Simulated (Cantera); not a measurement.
A perfectly stirred reactor is fed with 38.5 % CH₄, 61.5 % N₂, at 100000 Pa; it is held at 1375 K, and followed from long to short residence time.

Model: GRI-Mech 3.0 (53 species, 325 reactions), integrated in Cantera. GRI-Mech 3.0 stops at C3 and has no aromatics, soot or wall deposition, so with more carbon than oxygen in the feed, carbon stays in small species such as C2H2 where larger ones or solid carbon would form.

x: mole fraction; the columns are a selection and need not sum to one.

| τ (s) | x CH₄ | x CH₃ | x C₂H₆ | x C₂H | x C₂H₄ | x H | x HCN |
|---|---|---|---|---|---|---|---|
| 23 | 0.186 | 1.88e-5 | 0.000115 | 2.45e-10 | 0.0141 | 1.06e-6 | 1.95e-10 |
| 6.9 | 0.263 | 2.33e-5 | 0.000159 | 1.37e-10 | 0.00655 | 5.70e-7 | 2.89e-11 |
| 2.1 | … | … | … | 6.67e-11 | … | … | 6.10e-12 |
| 0.63 | 0.364 | 3.70e-5 | 0.000453 | 2.28e-11 | 0.00210 | 1.10e-7 | 1.15e-12 |
| 0.19 | 0.378 | 3.83e-5 | 0.000486 | 4.32e-12 | … | … | <1e-12 |
| 0.057 | 0.383 | 3.32e-5 | 0.000332 | <1e-12 | 0.000313 | 8.98e-9 | <1e-12 |
| 0.017 | 0.384 | 2.50e-5 | 0.000137 | <1e-12 | 4.42e-5 | 3.60e-9 | <1e-12 |
| 0.0052 | 0.384 | 1.90e-5 | 4.08e-5 | <1e-12 | 5.95e-6 | 2.51e-9 | <1e-12 |

Task: Some entries are withheld; supply them.

Result: 
- 2.1, x CH₄: 0.329
- 2.1, x CH₃: 3.08e-5
- 2.1, x C₂H₆: 0.000296
- 2.1, x C₂H₄: 0.00302
- 2.1, x H: 2.78e-7
- 0.19, x C₂H₄: 0.00116
- 0.19, x H: 3.32e-8
